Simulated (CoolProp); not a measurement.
Fluorine along the isotherm 145.4 K: density (kg/m³) from the reference equation and from simpler models built on Tc = 144.4 K, pc = 52.40 bar, ω = 0.045; each cubic takes its own stable root.

Model: reference Helmholtz-energy equation of state, de Reuck 1990, in CoolProp.

```json
[
 {"p (bar)": "0.632", "phase": "gas", "reference": "1.994", "ideal gas": "1.986", "van der Waals": "1.993", "Soave-Redlich-Kwong": "1.994", "Peng-Robinson": "1.995"},
 {"p (bar)": "1.44", "phase": "gas", "reference": "4.566", "ideal gas": "4.526", "van der Waals": "4.563", "Soave-Redlich-Kwong": "4.568", "Peng-Robinson": "4.573"},
 {"p (bar)": "3.28", "phase": "gas", "reference": "10.52", "ideal gas": "10.31", "van der Waals": "10.50", "Soave-Redlich-Kwong": "10.53", "Peng-Robinson": "10.56"},
 {"p (bar)": "7.46", "phase": "gas", "reference": "24.61", "ideal gas": "23.45", "van der Waals": "24.50", "Soave-Redlich-Kwong": "24.66", "Peng-Robinson": "24.80"},
 {"p (bar)": "17", "phase": "gas", "reference": "60.35", "ideal gas": "53.43", "van der Waals": "59.61", "Soave-Redlich-Kwong": "60.51", "Peng-Robinson": "61.34"},
 {"p (bar)": "38.6", "phase": "gas", "reference": "175.6", "ideal gas": "121.3", "van der Waals": "168.6", "Soave-Redlich-Kwong": "175.7", "Peng-Robinson": "182.2"},
 {"p (bar)": "87.9", "phase": "supercritical", "reference": "962.2", "ideal gas": "276.3", "van der Waals": "729.6", "Soave-Redlich-Kwong": "880.5", "Peng-Robinson": "976.3"},
 {"p (bar)": "200", "phase": "supercritical", "reference": "1128", "ideal gas": "628.6", "van der Waals": "873.2", "Soave-Redlich-Kwong": "1101", "Peng-Robinson": "1225"}
]
```
